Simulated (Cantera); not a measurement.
What does this Cantera script print?

```python
import numpy as np
import cantera as ct

gas_names = """
    C CN CO CO2 C2 CCN CNC C2N2 C2O C3 C3O2 C4 C4N2 C5 N NCO NO NO2 NO3 N2 N2O O O2 O3 Si SiC SiC2 SiN
    SiO SiO2 Si2 Si2C Si2N Si3
""".split()
cond_names = """
    C(gr) Si(cr) Si(L) SiC(b) SiO2(Lqz) SiO2(hqz) SiO2(L) Si2N2O(s) Si3N4(a)
""".split()


# ... load() reads the species with a 1 bar reference pressure and builds the phases ...
atoms = {
    'SiC': {'Si': 1, 'C': 1},
    'N2O': {'N': 2, 'O': 1},
    'N2': {'N': 2},
}
top_T = {'C(gr)': 4500, 'SiC(b)': 3050, 'Si2N2O(s)': 2100, 'Si3N4(a)': 2400}  # K; cautious upper limits of use, not melting points


# ... equilibrate(T, P, feed) seeds the gas with the atoms and calls Mixture.equilibrate('TP', solver="vcs", rtol=1e-11, max_steps=5000) ...
results = []
feed = {'SiC': 1, 'N2O': 0.013, 'N2': 370}  # mol
P = 101325  # Pa
for T in [1325, 1375, 1425, 1475, 1525, 1575, 1625, 1675, 1725, 1775, 1825, 1875, 1925]:
    mix = equilibrate(T, P, feed)
    results.append((T, P, feed, dict(zip(mix.species_names, mix.species_moles))))

top = {s: max(r[3][s] / sum(r[3][g] for g in gas_names) for r in results) for s in gas_names}
cols = sorted((s for s in top if top[s] > 1e-05), key=lambda s: -top[s])[:5]
seen = [c for c in cond_names if any(r[3].get(c, 0) > 1e-12 for r in results)]
print("log10 of partial pressures in bar; condensed amounts in mol")
print(f"{'T/K':>10s}" + "".join(f"{s[:9]:>10s}" for s in cols + seen))
for T, P, feed, n in results:
    ng = sum(n[g] for g in gas_names)
    print(f"{T:10.4g}" + "".join(f"{np.log10(max(n[s] / ng * P / 1e5, 1e-99)):10.3f}" for s in cols)
          + "".join(f"{n.get(c, 0):10.4g}" for c in seen))
```

Output:

```
log10 of partial pressures in bar; condensed amounts in mol
       T/K        N2        CO     C(gr)    SiC(b) Si2N2O(s)  Si3N4(a)
      1325     0.006    -5.555     0.999         0   0.01199    0.3253
      1375     0.006    -5.085     0.997         0      0.01    0.3267
      1425     0.006    -4.648    0.9918         0  0.004809    0.3301
      1475     0.006    -4.448     0.987         0         0    0.3333
      1525     0.006    -4.448     0.987         0         0    0.3333
      1575     0.006    -4.448     0.987         0         0    0.3333
      1625     0.006    -4.448     0.987         0         0    0.3333
      1675     0.006    -4.449     0.987         0         0    0.3333
      1725     0.006    -4.451         0     0.987         0  0.004307
      1775     0.006    -4.454         0    0.9871         0  0.004241
      1825     0.006    -4.459         0    0.9873         0  0.004096
      1875     0.006    -4.471         0    0.9876         0  0.003776
      1925     0.006    -4.492         0    0.9881         0  0.003072
```

These are equilibrium values from Cantera (NASA tables, ideal gas, pure condensed phases), not measurements of a reactor. Mutual solubility and eutectic melting of coexisting phases are not modelled.
